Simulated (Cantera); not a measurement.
Input: 1 mol Si(CH3)4, a varied amount of H2, equilibrated at 702 °C and 0.250 bar.

Method: chemical equilibrium by Gibbs-energy minimisation in Cantera with the NASA 1993 tables (ideal gas, pure condensed phases). Candidate condensed phases: C, C6H6, C7H8, C8H18, Si, SiC; 87 gas species. Kinetics and transport are ignored.

log p: log10 of the partial pressure in bar; n: condensed amount in mol.

```csv
n(H2) (mol),log p H2,log p CH4,log p C2H6,log p C2H4,log p H,log p CH3,n C(graphite),n SiC(s)
39,-0.62,-2.13,-7.50,-7.51,-9.25,-9.54,1.71,1.00
49,-0.62,-2.13,-7.50,-7.51,-9.25,-9.54,1.42,1.00
62,-0.62,-2.13,-7.50,-7.51,-9.25,-9.54,1.05,1.00
77,-0.62,-2.13,-7.50,-7.51,-9.25,-9.54,0.615,1.00
97,-0.62,-2.13,-7.50,-7.51,-9.25,-9.54,0.0407,1.00
120,-0.61,-2.21,-7.67,-7.68,-9.25,-9.62,0,1.00
150,-0.61,-2.31,-7.86,-7.88,-9.25,-9.72,0,1.00
190,-0.61,?,?,?,-9.25,?,0,1.00
240,-0.61,-2.51,-8.26,-8.28,-9.25,-9.92,0,1.00
300,-0.61,-2.61,-8.46,-8.48,-9.24,-10.01,0,1.00
370,-0.61,?,?,?,-9.24,?,0,1.00
470,-0.60,-2.80,-8.85,-8.87,-9.24,-10.21,0,1.00
```

Task: Complete the blanks.

Result: 
- 370, log p CH4: -2.70
- 370, log p C2H6: -8.64
- 370, log p C2H4: -8.66
- 370, log p CH3: -10.11
- 190, log p CH4: -2.41
- 190, log p C2H6: -8.06
- 190, log p C2H4: -8.08
- 190, log p CH3: -9.82
